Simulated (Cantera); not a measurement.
An isothermal, constant-pressure homogeneous reactor starts with CH4 : H2O = 1 : 2 (molar parts), at 1248 K and 1.00 atm. Integrator tolerance rtol = 1e-08.

Computed with Cantera and GRI-Mech 3.0 (53 species, 325 reactions).

Problem. What does this change do: pressure from 1.00 atm to 0.523 atm?

Solution. 
```csv
quantity,before,after
x(CH4) at 200 s,0.207 (gas-phase equilibrium 4.28e-5),0.212 (gas-phase equilibrium 1.17e-5)
x(H2O) at 200 s,0.593 (gas-phase equilibrium 0.170),0.601 (gas-phase equilibrium 0.170)
x(CH2O) at 200 s,2.16e-7 (gas-phase equilibrium 5.20e-8),2.02e-7 (gas-phase equilibrium 2.72e-8)
x(CO2) at 200 s,0.00570 (gas-phase equilibrium 0.0296),0.00253 (gas-phase equilibrium 0.0296)
x(HO2) at 200 s,<1e-12 (gas-phase equilibrium <1e-12),<1e-12 (gas-phase equilibrium <1e-12)
```
